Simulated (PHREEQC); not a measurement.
A made-up water analysis in mmol/kgw, 95 °C, pH 6.53: Na 198; K 20.9; Ca 21.6; Mg 67.1; Cl 347; S(6) 15.8; Alkalinity (meq/kgw) 0.54; Si 1.5.

Valence states are taken as typed.

All values are PHREEQC results (Pitzer model, pitzer.dat), not measurements.

No solid was allowed to form.

### Question
Order these C species by the share of C that they hold, largest first: MgCO3, CO3-2, HCO3-, CO2.

### Answer
HCO3- (71 %), CO2 (28 %), MgCO3 (0.32 %), CO3-2 (0.14 %)

The pH is 6.53 and the ionic strength 0.492 mol/kgw. Constants without temperature data keep their 25 °C values here.
